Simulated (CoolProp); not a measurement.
The numbers come from the reference Helmholtz-energy equation of state, Akasaka 2023 in CoolProp.

Task: For R1224YDZ, give the phase and the Z, cp (kJ/(kg K)), cv (kJ/(kg K)), expansivity (1/kK) at 188.75 °C and 0.729 MPa; 188.75 °C and 1.15 MPa.

Result: 
- 188.75 °C and 0.729 MPa: gas; Z 0.940, cp 1.03, cv 0.955, expansivity 2.69
- 188.75 °C and 1.15 MPa: gas; Z 0.903, cp 1.05, cv 0.961, expansivity 3.08
